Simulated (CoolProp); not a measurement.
R22 along the isobar 0.947 MPa: density (kg/m³) from the reference equation and from simpler models built on Tc = 369.3 K, pc = 4.990 MPa, ω = 0.221; each cubic takes its own stable root.

Model: reference Helmholtz-energy equation of state, Kamei 1995, in CoolProp.

```
T (K)  phase  reference
-----  -----  ---------
312.1    gas      36.26
329.2    gas      33.44
346.3    gas      31.15
363.4    gas      29.23
380.4    gas      27.59
397.5    gas      26.14
414.6    gas      24.87
431.7    gas      23.73
448.8    gas      22.70
465.8    gas      21.77
482.9    gas      20.92
500      gas      20.14
```

Question: How far does each simpler model (ideal gas, van der Waals, Redlich-Kwong, Soave-Redlich-Kwong, Peng-Robinson) lie from the reference over these 12 states: mean and median of the absolute difference, and the worst?

Answer: 
- ideal gas: mean 5.8 %, median 4.9 %, worst -13.0 % at 312.1 K and 0.947 MPa
- van der Waals: mean 1.1 %, median 0.4 %, worst -4.2 % at 312.1 K and 0.947 MPa
- Redlich-Kwong: mean 0.5 %, median 0.4 %, worst -1.8 % at 312.1 K and 0.947 MPa
- Soave-Redlich-Kwong: mean 0.2 %, median 0.1 %, worst -1.0 % at 312.1 K and 0.947 MPa
- Peng-Robinson: mean 0.5 %, median 0.6 %, worst +0.7 % at 380.4 K and 0.947 MPa
